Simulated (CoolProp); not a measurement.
trans-2-butene along the isobar 0.982 MPa: density (kg/m³) from the reference equation and from simpler models built on Tc = 155.5 °C, pc = 4.019 MPa, ω = 0.210; each cubic takes its own stable root.

Computed with CoolProp (reference Helmholtz-energy equation of state, Lemmon 2005). It is a short technical equation, of lower accuracy than the large ones.

| T (°C) | phase | reference | van der Waals | Redlich-Kwong | Soave-Redlich-Kwong |
|---|---|---|---|---|---|
| 35.35 | liquid | 587.2 | 355.1 | 514.3 | 531.5 |
| 60.45 | liquid | 554.0 | 23.43 | 476.7 | 495.5 |
| 85.55 | gas | 22.56 | ? | 21.91 | 22.18 |
| 110.55 | gas | 20.02 | 19.27 | ? | 19.87 |
| 135.65 | gas | 18.17 | ? | 18.06 | 18.10 |
| 160.75 | gas | ? | 16.51 | 16.69 | 16.68 |
| 185.75 | gas | 15.54 | 15.44 | 15.54 | 15.51 |
| 210.85 | gas | 14.54 | 14.51 | 14.57 | 14.51 |

Some entries are withheld; supply them.


- 85.55, van der Waals: 21.10
- 110.55, Redlich-Kwong: 19.75
- 135.65, van der Waals: 17.77
- 160.75, reference: 16.72

At some of these states van der Waals gives the other phase, because its saturation line lies elsewhere.
